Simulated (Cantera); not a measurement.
**NO annealing gas**

An isothermal, constant-pressure homogeneous reactor starts with NO : N₂ = 1 : 0.21 (molar parts), at 1950 K and 2670 Pa.

Computed with Cantera and GRI-Mech 3.0 (53 species, 325 reactions). Radical loss at walls, strong at low pressure, is not modelled.

```
t (s)        x NO     x N₂O       x O      x O₂     x NO₂
--------  -------  --------  --------  --------  --------
2.00e-5     0.826   2.91e-7   2.92e-7  7.65e-11  1.60e-10
6.51e-5     0.826   9.48e-7   9.49e-7  8.06e-10   1.67e-9
0.000212    0.826   3.07e-6   3.09e-6   8.54e-9   1.75e-8
0.000690    0.826   9.89e-6   1.00e-5   9.08e-8   1.77e-7
0.00225     0.826   3.10e-5   3.27e-5   9.87e-7   1.63e-6
0.00731     0.826   8.96e-5  0.000108   1.22e-5   1.10e-5
0.0238      0.825  0.000197  0.000304  0.000175   3.33e-5
0.0775      0.823  0.000247  0.000431   0.00135   4.35e-5
0.252       0.814  0.000239  0.000474   0.00564   5.22e-5
0.821       0.785  0.000212  0.000586    0.0201   7.47e-5
2.67        0.686  0.000145  0.000851    0.0694  0.000116
8.70        0.407   4.34e-5   0.00132     0.209  0.000122
28.3       0.0785   1.48e-6   0.00171     0.373   3.20e-5
92.2       0.0115   7.89e-8   0.00177     0.406   4.91e-6
300       0.00801   6.34e-8   0.00178     0.408   3.42e-6
```
x: mole fraction; the columns are a selection and need not sum to one.

Equilibrium at this temperature and pressure: NO 0.00800, N₂O 6.34e-8, O 0.00178, O₂ 0.408, NO₂ 3.42e-6 (gas phase only).
